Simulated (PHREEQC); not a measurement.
Consider water at 25 °C with 0.0049 mol/kgw HF and 0.063 mol/kgw (CH3)4NF. Closed to the air; pH follows from the charge balance.

The numbers come from PHREEQC with the ion-association model, wateq4f.dat.

This is a speciation only: nothing precipitates in the calculation.

Problem. Estimate the pH.

Solution. pH 4.28.

Problem. In which forms is F present?

Solution. F- 92 %, HF 5.6 %, HF2- 2.7 % of the F.

(CH3)4N+ isn't in the database: it is added as a free cation with an ion size of 4 Å.
